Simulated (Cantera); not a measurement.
Feed: 1 mol SiO2, 0.13 mol Si, 0.62 mol N2, held at 0.100 bar.

Method: chemical equilibrium by Gibbs-energy minimisation in Cantera with the NASA 1993 tables (ideal gas, pure condensed phases). Candidate condensed phases: Si, SiO2, Si2N2O, Si3N4; 30 gas species. Ions and electrons are included (thermal ionisation). The tables hold silica as quartz up to 1696 K and as liquid above; real silica turns to tridymite and cristobalite and melts near 1996 K. Equilibrium is a limit: real reactors are often held back by kinetics, nucleation or transport.

**Question.** Which condensed phases are stable at each of these points (T (K)): 2500, 3000, 3500, 4000, 4500, 5000?

**Answer.** 
| T (K) | condensed phases | Si condensed (%) |
|---|---|---|
| 2500 | SiO2(l) | 76.6 |
| 3000 | gas only | 0.0 |
| 3500 | gas only | 0.0 |
| 4000 | gas only | 0.0 |
| 4500 | gas only | 0.0 |
| 5000 | gas only | 0.0 |

At 2500 K the condensed part is SiO2(l). From 3000 K to 5000 K nothing is condensed.
